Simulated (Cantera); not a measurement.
An isothermal, constant-pressure homogeneous reactor starts with 2.32 % H₂, 96.5 % O₂, 1.16 % H₂O, at 1450 K and 1330 Pa.

Computed with Cantera and GRI-Mech 3.0 (53 species, 325 reactions). Radical loss at walls, strong at low pressure, is not modelled.

x: mole fraction; the columns are a selection and need not sum to one.

```tsv
t (s)	x H₂	x O₂	x OH	x O	x H	x H₂O
4.00e-6	0.0232	0.965	4.83e-10	4.38e-10	3.65e-9	0.0116
1.24e-5	0.0232	0.965	(withheld)	3.59e-9	9.19e-9	0.0116
3.83e-5	0.0232	0.965	(withheld)	2.39e-8	1.86e-8	0.0116
0.000119	0.0232	0.965	(withheld)	1.39e-7	4.27e-8	0.0116
0.000367	0.0232	0.965	(withheld)	1.52e-6	3.12e-7	0.0116
0.00114	0.0224	0.965	(withheld)	0.000445	8.66e-5	0.0121
0.00352	0.000297	0.944	0.00397	0.0183	0.00152	0.0317
0.0109	0.000280	0.945	0.00388	0.0175	0.00142	0.0318
0.0337	0.000247	0.947	0.00365	0.0153	0.00116	0.0322
0.104	0.000173	0.953	(withheld)	0.0106	0.000670	0.0329
0.323	7.44e-5	0.959	(withheld)	0.00445	0.000184	0.0339
1.00	1.73e-5	0.963	(withheld)	0.00102	2.03e-5	0.0346
```

Complete the blanks.


- 1.24e-5, x OH: 3.70e-9
- 3.83e-5, x OH: 2.37e-8
- 0.000119, x OH: 1.30e-7
- 0.000367, x OH: 1.36e-6
- 0.00114, x OH: 0.000390
- 0.104, x OH: 0.00306
- 0.323, x OH: 0.00202
- 1.00, x OH: 0.000975
